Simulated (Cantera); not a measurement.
**PbO + H₂ (iron carbonyl, mercury and lead vapours)**

A closed system holds: 1 mol PbO, 0.42 mol H₂, equilibrated at 26.0 Pa.

Method: chemical equilibrium by Gibbs-energy minimisation in Cantera with the NASA 1993 tables (ideal gas, pure condensed phases). Candidate condensed phases: H₂O, Pb, PbO, PbO₂, Pb₃O₄; 12 gas species. Mutual solubility and eutectic melting of coexisting phases are not modelled. Equilibrium is a limit: real reactors are often held back by kinetics, nucleation or transport.

```
T (°C)  log p H₂O  log p Pb  log p PbO  log p H₂  log p O₂  log p Pb₂  n Pb(l)  n PbO(red)  n PbO(yellow)
------  ---------  --------  ---------  --------  --------  ---------  -------  ----------  -------------
377         -3.59    -10.03     -14.41     -8.16      <-15       <-15    0.420       0.580              0
427         -3.59     -8.95     -12.78     -8.02      <-15       <-15    0.420       0.580              0
477         -3.59     -8.02     -11.38     -7.90      <-15       <-15    0.420       0.580              0
527         -3.59     -7.21     -10.15     -7.79      <-15     -14.35    0.420           0          0.580
577         -3.59     -6.50      -9.08     -7.68      <-15     -13.15    0.419           0          0.580
627         -3.59     -5.86      -8.13     -7.59    -14.99     -12.09    0.418           0          0.580
677         -3.59     -5.30      -7.28     -7.51    -13.65     -11.14    0.412           0          0.580
727         -3.61     -4.79      -6.52     -7.45    -12.45     -10.29    0.392           0          0.580
777         -3.67     -4.33      -5.83     -7.43    -11.37      -9.53    0.328           0          0.577
827         -3.88     -3.92      -5.21     -7.56    -10.39      -8.83   0.0363           0          0.560
877         -3.93     -3.93      -4.64     -7.93     -8.72      -8.97        0           0          0.499
```
log p: log10 of the partial pressure in bar; n: condensed amount in mol.

From 377 °C to 477 °C the condensed part is Pb(l) + PbO(red). From 527 °C to 827 °C the condensed part is Pb(l) + PbO(yellow). At 877 °C the condensed part is PbO(yellow). The main Pb-bearing gas is Pb throughout.
